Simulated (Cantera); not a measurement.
Feed: 1 mol Si2Cl6, 9.5 mol N2, 0.78 mol H2, at 1.33 mbar.

Method: chemical equilibrium by Gibbs-energy minimisation in Cantera with the NASA 1993 tables (ideal gas, pure condensed phases). Candidate condensed phases: NH4Cl, Si, Si3N4; 28 gas species. The feed counts by its element totals alone. N2 is the only nitrogen source here; it is nearly inert below about 1500 K, so the nitride shown seldom forms there in practice. Kinetics and transport are ignored.

Over these rows the condensed part is Si3N4(s). Partial pressures as log10 of bar:

```json
[
 {"T (K)": "1025", "1000/T (1/K)": "0.9756", "log p SiCl2": "-7.28", "log p N2": "-2.99", "log p HCl": "-3.80", "log p SiCl4": "-3.88"},
 {"T (K)": "1050", "1000/T (1/K)": "0.9524", "log p SiCl2": "?", "log p N2": "-2.99", "log p HCl": "-3.80", "log p SiCl4": "-3.88"},
 {"T (K)": "1075", "1000/T (1/K)": "0.9302", "log p SiCl2": "-6.62", "log p N2": "-2.99", "log p HCl": "-3.80", "log p SiCl4": "-3.88"},
 {"T (K)": "1100", "1000/T (1/K)": "0.9091", "log p SiCl2": "-6.31", "log p N2": "-2.99", "log p HCl": "-3.80", "log p SiCl4": "-3.88"},
 {"T (K)": "1125", "1000/T (1/K)": "0.8889", "log p SiCl2": "-6.01", "log p N2": "-2.99", "log p HCl": "-3.80", "log p SiCl4": "-3.89"},
 {"T (K)": "1150", "1000/T (1/K)": "0.8696", "log p SiCl2": "-5.73", "log p N2": "-2.99", "log p HCl": "-3.80", "log p SiCl4": "-3.89"}
]
```

### Question
Fit log p(SiCl2) = a + b·(1000/T) to the five rows, give the apparent enthalpy, and predict the row at 1050 K.

### Answer
Means: 1000/T = 0.9147, log p = -6.390. Sxy = -0.097784, Sxx = 0.0066801, so b = -14.64 and a = -6.390 − (-14.64)×0.9147 = 7.00.
Apparent enthalpy: −19.145 × (-14.64) = 280 kJ/mol. With the condensed phases at unit activity, 1/6 Si3N4(s) + 1/2 SiCl4(g) = SiCl2(g) + 1/3 N2(g) links this pressure to the main gases: over the six rows their terms move log p by -0.01 in all, so the slope is close to that reaction's ΔH°. The five rows lie within 0.01 of the line.
Prediction at 1050 K: 7.00 + (-14.64)×0.9524 = -6.94. The computed value is -6.94, 0.00 from the line.
